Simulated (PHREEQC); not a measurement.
Dissolve 5.2 mmol/kgw HBr, 3.1 mmol/kgw AlCl3 and 0.25 mmol/kgw MgCl2 at 59 °C. Closed to the air; pH follows from the charge balance.

Model: ion-association model, phreeqc.dat, run in PHREEQC.

- pH: 2.34
- ionic strength: 0.0245 mol/kgw
- specific conductance: 5820 µS/cm
- total alkalinity: -5.20 meq/kg

```
species   molality  activity   log γ
--------  --------  --------  ------
Cl-        0.00980   0.00832  -0.071
H+         0.00523   0.00458  -0.058
Br-        0.00520   0.00439  -0.074
Al+3       0.00307  0.000924  -0.522
Mg+2      0.000250  0.000137  -0.260
AlOH+2     2.92e-5   1.58e-5  -0.266
Al(OH)2+   3.58e-7   3.08e-7  -0.066
```

Precipitation was switched off in this run. Away from 25 °C the constants follow the database's enthalpies or fits; those with neither stay at their 25 °C values.
